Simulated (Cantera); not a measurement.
# Nitride etching: Si3N4 + NF3 + H2 + H2O

Charge: 1 mol Si3N4, 15 mol NF3, 0.63 mol H2, 18 mol H2O, equilibrated at 1923.15 K and 49.0 mbar.

Method: chemical equilibrium by Gibbs-energy minimisation in Cantera with the NASA 1993 tables (ideal gas, pure condensed phases). Candidate condensed phases: H2O, Si, SiO2, Si2N2O, Si3N4; 58 gas species. The tables' values for SiF3 are old estimates; treat these amounts as uncertain. The tables hold silica as quartz up to 1696 K and as liquid above; real silica turns to tridymite and cristobalite and melts near 1996 K. Kinetics and transport are ignored.

- x(HF): 0.604
- x(N2): 0.169
- x(O2): 0.140
- x(SiF4): 0.0507
- x(H2O): 0.0314
- x(NO): 0.00233
- x(OH): 0.00149
- x(O): 0.000613
- x(F): 9.89e-5
- n(SiO2(condensed)): 0.166 mol
- gas amount: 55.78 mol
- log10 activity of Si(l) (absent): -13.20
